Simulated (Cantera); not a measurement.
Predominance diagram of Mg at 1552 °C against the partial pressures of O2 and SO2 (log10, bar). Cantera with NASA thermochemical tables; ideal gases at 1 bar, condensed phases pure. Candidates: Mg(l), MgO(s), MgS(s), MgSO4(l). Only these pure phases compete in this equilibrium. 

Q: Which phase is stable at these pairs, and which metal-bearing vapour leads over it? (-6.8, -9.2); (-7.9, -7.4); (-2.3, -6.5); (-3.4, -1.8); (-0.1, -10.2); (-1.2, -6.5); (-1.2, -3.7)

A: 
```csv
log p(O2),log p(SO2),phase,chief vapour,log p (bar)
-6.8,-9.2,MgO(s),Mg,-6.8
-7.9,-7.4,MgO(s),Mg,-6.2
-2.3,-6.5,MgO(s),Mg,-9.0
-3.4,-1.8,MgO(s),Mg,-8.5
-0.1,-10.2,MgO(s),MgO,-9.3
-1.2,-6.5,MgO(s),MgO,-9.3
-1.2,-3.7,MgO(s),MgO,-9.3
```
